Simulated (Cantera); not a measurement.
A Cantera script and what it prints.

```python
import numpy as np
import cantera as ct

gas_names = """
    B BH BH2 BH3 BN B2 H H2 N NH NH2 NH3 N2 N2H2 N2H4
""".split()
cond_names = """
    B(b) B(L) BN(s)
""".split()


# ... load() reads the species with a 1 bar reference pressure and builds the phases ...
atoms = {
    'B2H6': {'B': 2, 'H': 6},
    'H2': {'H': 2},
    'N2': {'N': 2},
}
top_T = {'BN(s)': 3200}  # K; cautious upper limits of use, not melting points


# ... equilibrate(T, P, feed) seeds the gas with the atoms and calls Mixture.equilibrate('TP', solver="vcs", rtol=1e-11, max_steps=5000) ...
results = []
feed = {'B2H6': 1, 'H2': 2.4, 'N2': 0.14}  # mol
P = 1300  # Pa
for T in [1525, 1625, 1725, 1825, 1925, 2025, 2125, 2225]:
    mix = equilibrate(T, P, feed)
    results.append((T, P, feed, dict(zip(mix.species_names, mix.species_moles))))
    x = sorted(zip(gas.X, gas.species_names), reverse=True)
    print(f"T = {T:g} K  P = {P:g} Pa  gas = {mix.phase_moles(0):.4g} mol")
    print("   x: " + "  ".join(f"{s} {v:.3e}" for v, s in x if v > 1e-05))
    print("   condensed (mol): " + ("  ".join(f"{mix.phase(i).name} {mix.phase_moles(i):.4g}"
          for i in range(1, mix.n_phases) if mix.phase_moles(i) > 1e-12) or "none"))
```

It prints:

```
T = 1525 K  P = 1300 Pa  gas = 5.401 mol
   x: H2 9.998e-01  H 2.075e-04  BH2 1.275e-05
   condensed (mol): B(b) 1.72  BN(s) 0.28
T = 1625 K  P = 1300 Pa  gas = 5.402 mol
   x: H2 9.993e-01  H 6.186e-04  BH2 3.254e-05
   condensed (mol): B(b) 1.72  BN(s) 0.2799
T = 1725 K  P = 1300 Pa  gas = 5.405 mol
   x: H2 9.982e-01  H 1.627e-03  N2 7.710e-05  BH2 7.431e-05
   condensed (mol): B(b) 1.72  BN(s) 0.2792
T = 1825 K  P = 1300 Pa  gas = 5.413 mol
   x: H2 9.955e-01  H 3.854e-03  N2 5.159e-04  BH2 1.544e-04
   condensed (mol): B(b) 1.725  BN(s) 0.2744
T = 1925 K  P = 1300 Pa  gas = 5.438 mol
   x: H2 9.885e-01  H 8.337e-03  N2 2.829e-03  BH2 2.956e-04
   condensed (mol): B(b) 1.749  BN(s) 0.2492
T = 2025 K  P = 1300 Pa  gas = 5.518 mol
   x: H2 9.697e-01  H 1.662e-02  N2 1.309e-02  BH2 5.230e-04  B 1.546e-05
   condensed (mol): B(b) 1.861  BN(s) 0.1356
T = 2125 K  P = 1300 Pa  gas = 5.627 mol
   x: H2 9.432e-01  H 3.093e-02  N2 2.488e-02  BH2 8.665e-04  B 7.251e-05  BH 1.193e-05
   condensed (mol): B(b) 1.995
T = 2225 K  P = 1300 Pa  gas = 5.697 mol
   x: H2 9.193e-01  H 5.447e-02  N2 2.457e-02  BH2 1.369e-03  B 2.953e-04  BH 3.514e-05
   condensed (mol): B(b) 1.99
```

Cantera equilibrium calculation (NASA polynomials, part measured and part estimated; ideal gas, pure solids and liquids). The feed counts by its element totals alone. Mutual solubility and eutectic melting of coexisting phases are not modelled. The tables' values for BH2 are old estimates; treat these amounts as uncertain.
